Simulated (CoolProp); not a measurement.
The numbers come from the reference Helmholtz-energy equation of state, Lemmon 2006 in CoolProp. It is a short technical equation, of lower accuracy than the large ones.

Task: For acetone, give the phase and the cv (kJ/(kg K)), expansivity (1/kK) at 394.3 K and 2.75 MPa.

Result: 
- 394.3 K and 2.75 MPa: liquid; cv 1.74, expansivity 2.12
